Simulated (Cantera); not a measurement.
## Premixed flame

A freely propagating, adiabatic, planar premixed flame of 10.1 % CH4, 0.597 % C2H6, 17.2 % O2, 72.1 % N2, equivalence ratio 1.3, unburnt at 648 K and 1.01 bar; multicomponent+Soret transport, grid criteria slope 0.08 and curve 0.16, no radiation.

Detailed kinetics in Cantera: GRI-Mech 3.0 (53 species, 325 reactions). Burning velocities carry a grid error of a few per cent, more on coarse grids.

```json
[
 {"z (mm)": "-1.19", "T (K)": "648", "u (m/s)": "1.01", "x CH4": "0.101", "x C2H6": "0.00596", "x O2": "0.172", "x NO": "<1e-8", "x O": "<1e-8", "x H2O2": "2.33e-8"},
 {"z (mm)": "-0.791", "T (K)": "652", "u (m/s)": "1.02", "x CH4": "0.100", "x C2H6": "0.00594", "x O2": "0.171", "x NO": "2.12e-8", "x O": "<1e-8", "x H2O2": "2.46e-7"},
 {"z (mm)": "-0.594", "T (K)": "666", "u (m/s)": "1.05", "x CH4": "0.0983", "x C2H6": "0.00592", "x O2": "0.170", "x NO": "1.01e-7", "x O": "<1e-8", "x H2O2": "1.07e-6"},
 {"z (mm)": "-0.396", "T (K)": "755", "u (m/s)": "1.20", "x CH4": "0.0909", "x C2H6": "0.00580", "x O2": "0.163", "x NO": "8.24e-7", "x O": "1.07e-7", "x H2O2": "5.67e-6"},
 {"z (mm)": "-0.198", "T (K)": "1164", "u (m/s)": "1.88", "x CH4": "0.0623", "x C2H6": "0.00458", "x O2": "0.125", "x NO": "6.38e-6", "x O": "1.01e-5", "x H2O2": "1.34e-5"},
 {"z (mm)": "-0.0989", "T (K)": "1536", "u (m/s)": "2.52", "x CH4": "0.0342", "x C2H6": "0.00215", "x O2": "0.0833", "x NO": "1.37e-5", "x O": "8.79e-5", "x H2O2": "5.29e-6"},
 {"z (mm)": "0", "T (K)": "1871", "u (m/s)": "3.12", "x CH4": "0.00925", "x C2H6": "0.000172", "x O2": "0.0392", "x NO": "2.64e-5", "x O": "0.000384", "x H2O2": "1.26e-6"},
 {"z (mm)": "0.0989", "T (K)": "2028", "u (m/s)": "3.39", "x CH4": "0.00109", "x C2H6": "2.09e-6", "x O2": "0.0142", "x NO": "4.56e-5", "x O": "0.000758", "x H2O2": "2.52e-7"},
 {"z (mm)": "0.198", "T (K)": "2071", "u (m/s)": "3.45", "x CH4": "8.43e-5", "x C2H6": "1.47e-8", "x O2": "0.00536", "x NO": "6.32e-5", "x O": "0.000910", "x H2O2": "1.05e-7"},
 {"z (mm)": "0.396", "T (K)": "2095", "u (m/s)": "3.48", "x CH4": "5.97e-7", "x C2H6": "<1e-8", "x O2": "0.00186", "x NO": "8.03e-5", "x O": "0.000838", "x H2O2": "7.67e-8"},
 {"z (mm)": "0.791", "T (K)": "2118", "u (m/s)": "3.51", "x CH4": "<1e-8", "x C2H6": "<1e-8", "x O2": "0.00117", "x NO": "8.92e-5", "x O": "0.000641", "x H2O2": "6.09e-8"},
 {"z (mm)": "1.58", "T (K)": "2145", "u (m/s)": "3.55", "x CH4": "<1e-8", "x C2H6": "<1e-8", "x O2": "0.000763", "x NO": "9.36e-5", "x O": "0.000416", "x H2O2": "4.44e-8"},
 {"z (mm)": "3.17", "T (K)": "2173", "u (m/s)": "3.59", "x CH4": "<1e-8", "x C2H6": "<1e-8", "x O2": "0.000405", "x NO": "9.73e-5", "x O": "0.000217", "x H2O2": "2.79e-8"}
]
```
x: mole fraction of selected species; z is measured from the peak of heat release.

```
Item                        Result
------------------------  --------
laminar burning velocity  101 cm/s
thermal thickness         0.396 mm
peak x(O)                 0.000916
peak x(H2O2)               1.35e-5
grid points                    149
```
